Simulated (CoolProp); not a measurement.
Properties of nitrous oxide at several states.

The numbers come from the reference Helmholtz-energy equation of state, Lemmon 2006 in CoolProp. It is a short technical equation, of lower accuracy than the large ones.

```tsv
T (°C)	p (MPa)	phase	Joule-Thomson coefficient (K/MPa)	isothermal compressibility (1/MPa)
34.25	0.236	gas	10.17	4.287
109.75	6.31	gas	5.928	0.1892
42.95	0.0711	gas	9.515	14.11
```
